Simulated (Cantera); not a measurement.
**Diamond growth**

A diamond (100) surface in a fixed gas of H2 with x(CH4) = 0.01, x(H) = 0.00021, x(CH3) = 0.0018, at 1050 K; coverages are run to steady state.

Cantera simulation using the Harris–Goodwin 1993 mechanism for the reconstructed diamond (100) surface; the numbers are that mechanism's predictions, not measurements.

```json
[
 {"P (Pa)": "390", "growth (µm/h)": "0.106", "θ c6HH": "0.528", "θ c6H*": "0.0194", "θ c6*H": "0.348", "θ c6**": "0.00319", "θ c6HM": "0.0620"},
 {"P (Pa)": "670", "growth (µm/h)": "0.251", "θ c6HH": "0.499", "θ c6H*": "0.0183", "θ c6*H": "0.327", "θ c6**": "0.00300", "θ c6HM": "0.0984"},
 {"P (Pa)": "1200", "growth (µm/h)": "0.640", "θ c6HH": "0.454", "θ c6H*": "0.0165", "θ c6*H": "0.296", "θ c6**": "0.00271", "θ c6HM": "0.154"},
 {"P (Pa)": "2000", "growth (µm/h)": "1.42", "θ c6HH": "0.404", "θ c6H*": "0.0146", "θ c6*H": "0.261", "θ c6**": "0.00239", "θ c6HM": "0.216"},
 {"P (Pa)": "3500", "growth (µm/h)": "3.23", "θ c6HH": "0.343", "θ c6H*": "0.0122", "θ c6*H": "0.219", "θ c6**": "0.00200", "θ c6HM": "0.291"},
 {"P (Pa)": "6000", "growth (µm/h)": "6.73", "θ c6HH": "0.287", "θ c6H*": "0.0100", "θ c6*H": "0.180", "θ c6**": "0.00164", "θ c6HM": "0.360"},
 {"P (Pa)": "10000", "growth (µm/h)": "12.8", "θ c6HH": "0.242", "θ c6H*": "0.00830", "θ c6*H": "0.149", "θ c6**": "0.00135", "θ c6HM": "0.416"},
 {"P (Pa)": "18000", "growth (µm/h)": "25.5", "θ c6HH": "0.204", "θ c6H*": "0.00680", "θ c6*H": "0.122", "θ c6**": "0.00111", "θ c6HM": "0.463"}
]
```
θ: site fractions in the mechanism's names (c6HH fully hydrogenated, c6H* and c6*H radical sites, c6** diradical, c6HM methylated).
